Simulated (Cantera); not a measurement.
Input: 1 mol HCl, 0.069 mol H₂O, held at 3098 K and 0.0230 bar.

These are equilibrium values from Cantera (NASA tables, ideal gas, pure condensed phases), not measurements of a reactor. Kinetics and transport are ignored.

```csv
species,before,after
HCl,0.115,0.641
Cl,0.427,0.185
H₂,0.0652,0.0821
H,0.356,0.0350
O,0.0249,0.00185
H₂O,0.00386,0.0471
HOCl,2.58e-7,1.39e-5
Cl₂,3.30e-5,0.000807
ClO,1.35e-5,5.68e-5
O₂,0.000578,0.000418
OH,0.00752,0.00717
```
Gas species are given as mole fractions.

Which change was made?
(A) temperature from 3098 K to 3250 K
(B) H₂O from 0.069 to 0.6 mol
(C) pressure from 0.0230 bar to 3.00 bar
(D) H₂O from 0.069 to 5.5 mol

C, pressure from 0.0230 bar to 3.00 bar
